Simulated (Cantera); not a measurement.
A closed system holds: 1 mol SiCl4, 13 mol NH3, 9.9 mol N2, equilibrated at 323 Torr.

Method: chemical equilibrium by Gibbs-energy minimisation in Cantera with the NASA 1993 tables (ideal gas, pure condensed phases). Candidate condensed phases: NH4Cl, Si, Si3N4; 28 gas species. The tables' values for SiCl3, SiCl, SiN are old estimates; treat these amounts as uncertain. Gases not in the tables: Si2H6 and higher silanes. Rates play no part.

x: gas mole fraction; n: condensed amount in mol.

```csv
T (°C),x H2,x N2,x HCl,x SiCl2,x H,x SiCl3,n Si3N4(s),n Si(l)
1000,0.470,0.423,0.107,7.58e-6,7.46e-7,1.09e-5,0.332,0
1100,0.470,0.423,0.107,4.60e-5,3.48e-6,2.87e-5,0.331,0
1200,0.470,0.423,0.106,0.000215,1.32e-5,6.52e-5,0.329,0
1300,0.471,0.423,0.105,0.000806,4.25e-5,0.000129,0.321,0
1400,0.472,0.424,0.101,…,…,0.000218,0.299,0
1500,0.474,0.425,0.0941,0.00589,0.000299,0.000300,0.255,0
1600,0.478,0.427,0.0827,0.0113,0.000680,0.000330,0.186,0
1700,0.482,0.429,0.0691,…,…,0.000295,…,0
1800,0.480,0.432,0.0651,0.0195,0.00278,0.000215,0,0.223
```

Problem. Some entries are withheld; supply them.

Solution. 
- 1700, x SiCl2: 0.0179
- 1700, x H: 0.00143
- 1700, n Si3N4(s): 0.102
- 1400, x SiCl2: 0.00244
- 1400, x H: 0.000119
